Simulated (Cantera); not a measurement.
Mixture: 20.2 % H2, 17.4 % O2, 62.5 % N2, equivalence ratio 0.58, at 17300 Torr, adiabatic and at constant pressure. Ignition delay is the time to a rise of 400 K.

Detailed kinetics in Cantera: GRI-Mech 3.0 (53 species, 325 reactions). The hydrogen kinetics of GRI-Mech 3.0 are dated; newer H2 mechanisms differ, most at raised pressure. The pressure lies above the range GRI-Mech 3.0 was tuned for (to about 10 atm).

Problem. At T0 = 1223 K, what is the delay, and which 7 reactions control it most (d ln τ / d ln k, from doubling and halving each rate constant)?

Solution. The delay is 92.2 µs.
| reaction | d ln τ / d ln k | faster rate |
|---|---|---|
| H + O2 <=> O + OH | -1.37 | shortens it |
| H + O2 + N2 <=> HO2 + N2 | 0.57 | lengthens it |
| H + H2O2 <=> H2 + HO2 | -0.42 | shortens it |
| 2 OH (+M) <=> H2O2 (+M) | -0.41 | shortens it |
| H + O2 + M <=> HO2 + M | 0.29 | lengthens it |
| H + O2 + O2 <=> HO2 + O2 | 0.13 | lengthens it |
| H + HO2 <=> 2 OH | -0.12 | shortens it |
